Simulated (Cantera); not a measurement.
Reactions in the system Al-Br-N

Standard-state values (1 bar) from the NASA 1993 polynomials, evaluated with Cantera. Values are per mole of reaction as written; species without (g) are pure solids or liquids, kept so even where they would boil at 1 bar.

N2(g) + 2 AlBr3(g) = 3 Br2(g) + 2 AlN

```
T (K)  ΔH° (kJ)  ΔS° (J/K)  ΔG° (kJ)  log10 K
-----  --------  ---------  --------  -------
2150      300.2      -97.4     509.7   -12.38
2200      301.2      -97.0     514.5   -12.22
2250      302.2      -96.5     519.4   -12.06
2300      303.2      -96.1     524.2   -11.90
2350      304.3      -95.6     529.0   -11.76
2400      305.4      -95.2     533.8   -11.62
2450      306.4      -94.7     538.5   -11.48
```
